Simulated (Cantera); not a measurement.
Charge: 1 mol C2H2, a varied amount of H2, equilibrated at 800 °C and 1 atm.

Equilibrium computed with Cantera from the NASA thermochemical tables; the gas is ideal and each condensed phase is pure. Candidate condensed phases: C, C6H6, C7H8, C8H18; 76 gas species. Equilibrium is a limit: real reactors are often held back by kinetics, nucleation or transport.

Task: Which condensed phases are stable at each of these points (n(H2) (mol)): 8.8, 12, 16, 21, 29, 38, 51, 69, 93?

Result: 
| n(H2) (mol) | condensed phases | C condensed (%) |
|---|---|---|
| 8.8 | C(graphite) | 79.9 |
| 12 | C(graphite) | 73.4 |
| 16 | C(graphite) | 65.2 |
| 21 | C(graphite) | 55.0 |
| 29 | C(graphite) | 38.6 |
| 38 | C(graphite) | 20.2 |
| 51 | gas only | 0.0 |
| 69 | gas only | 0.0 |
| 93 | gas only | 0.0 |

From 8.8 mol H2 to 38 mol H2 the condensed part is C(graphite). From 51 mol H2 to 93 mol H2 nothing is condensed.
